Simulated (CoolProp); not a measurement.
The fluid at 345.71 K and 0.0158 MPa expands adiabatically to 0.00519 MPa with isentropic efficiency 0.85. The same conditions are run with several fluids, on thermodynamics alone (safety and materials aside).

Computed with CoolProp (reference Helmholtz-energy equation of state of each fluid (dimethyl carbonate: Zhou 2011; R141b: Lemmon 2006; R1336mzz(Z): McLinden 2020; R245fa: Akasaka 2015; R227EA: Lemmon 2016)).

```tsv
fluid	work (kJ/kg)	final temperature (K)	final density (kg/m³)
dimethyl carbonate	28.9	322.7	0.175
R141b	22.1	318.0	0.230
R1336mzz(Z)	16.0	328.0	0.313
R245fa	19.5	324.5	0.258
R227EA	15.5	327.6	0.324
```
